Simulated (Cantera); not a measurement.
A freely propagating, adiabatic, planar premixed flame of H₂ : O₂ : N₂ : H₂O = 1 : 0.333 : 1.25 : 0.2 (molar parts), unburnt at 573 K and 0.132 atm; mixture-averaged transport, grid criteria slope 0.08 and curve 0.16, no radiation.

Computed with Cantera and the H2/O2 subset of GRI-Mech 3.0, which has no nitrogen chemistry. Burning velocities carry a grid error of a few per cent, more on coarse grids.

**Question.** Predict: laminar burning velocity; thermal thickness; peak x(H); peak x(O); peak x(H₂O₂).

**Answer.** 
| Quantity | Value |
|---|---|
| laminar burning velocity | 600 cm/s |
| thermal thickness | 5.93 mm |
| peak x(H) | 0.106 |
| peak x(O) | 0.00723 |
| peak x(H₂O₂) | 1.60e-6 |
